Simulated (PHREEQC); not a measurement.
PHREEQC input (ion-association model, wateq4f.dat):

```
SOLUTION_MASTER_SPECIES
  An  An-  0  An  62.0  # stands for a non-complexing anion
SOLUTION_SPECIES
  An- = An-
    -log_k 0
    -gamma 3.0 0
PHASES
  Fix_H+
    H+ = H+
    -log_k 0
SOLUTION 1
  temp 25
  units mmol/kgw
  pH 7 charge
  Na 5
  An 5
END
SELECTED_OUTPUT 1
  -reset false
  -pH true
  -pe true
  -ionic_strength true
  -water true
  -totals Na
  -molalities Hfo_wOH Hfo_wOH2+ Hfo_wO- Hfo_sOH Hfo_sOH2+ Hfo_sO-
USER_PUNCH 1
  -headings sigma psi
  10 PUNCH EDL("sigma", "Hfo"), EDL("psi", "Hfo")
PRINT
  -reset false
USE solution 1
SURFACE 1
  Hfo_wOH 2.92135e-05 600 0.013
  Hfo_sOH 7.30337e-07
EQUILIBRIUM_PHASES 1
  Fix_H+ -3 HAn 10
    -force_equality true
  O2(g) -0.68 10
END
# ... the last block is repeated for the other 12 points of pH, with NaOH or the acid as the point needs
```

Selected output (columns that matter, 13 of 13 rows; pH added in front):

```
pH	mu	Na	m_Hfo_wOH	m_Hfo_wOH2+	m_Hfo_wO-	m_Hfo_sOH	m_Hfo_sOH2+	m_Hfo_sO-	sigma	psi
3	0.0060895	0.005	5.332e-06	2.3854e-05	2.7303e-08	1.333e-07	5.9635e-07	6.8258e-10	0.30213	0.21529
3.67	0.0052382	0.005	1.1445e-05	1.7598e-05	1.7053e-07	2.8613e-07	4.3994e-07	4.2631e-09	0.22098	0.20309
4.33	0.0050561	0.005	1.6571e-05	1.2124e-05	5.1889e-07	4.1428e-07	3.0309e-07	1.2972e-08	0.14715	0.18313
5	0.0050143	0.005	1.9898e-05	8.2106e-06	1.1047e-06	4.9745e-07	2.0527e-07	2.7618e-08	0.090104	0.15821
5.67	0.0050044	0.005	2.1547e-05	5.848e-06	1.8187e-06	5.3867e-07	1.462e-07	4.5467e-08	0.051093	0.12934
6.33	0.0050016	0.005	2.2173e-05	4.5822e-06	2.458e-06	5.5433e-07	1.1455e-07	6.1451e-08	0.026935	0.097297
7	0.0050006	0.005	2.237e-05	3.9187e-06	2.9253e-06	5.5924e-07	9.7967e-08	7.3133e-08	0.012596	0.061908
7.67	0.0050003	0.0050001	2.2419e-05	3.5612e-06	3.2332e-06	5.6048e-07	8.9031e-08	8.083e-08	0.0041592	0.024787
8.33	0.0050024	0.0050025	2.2424e-05	3.3151e-06	3.4747e-06	5.6059e-07	8.2878e-08	8.6867e-08	-0.0020237	-0.01241
9	0.0050112	0.0050116	2.2394e-05	3.0397e-06	3.7796e-06	5.5986e-07	7.5992e-08	9.449e-08	-0.0093823	-0.04985
9.67	0.0050514	0.0050523	2.2265e-05	2.6299e-06	4.3183e-06	5.5663e-07	6.5748e-08	1.0796e-07	-0.021409	-0.085913
10.33	0.0052332	0.0052349	2.1812e-05	2.0281e-06	5.3739e-06	5.4529e-07	5.0701e-08	1.3435e-07	-0.042427	-0.11881
11	0.006092	0.0060952	2.0349e-05	1.2448e-06	7.62e-06	5.0872e-07	3.1121e-08	1.905e-07	-0.080839	-0.14769
```

Species that the database lacks are ignored. The oxide is taken as insoluble; below pH 4 it would dissolve.
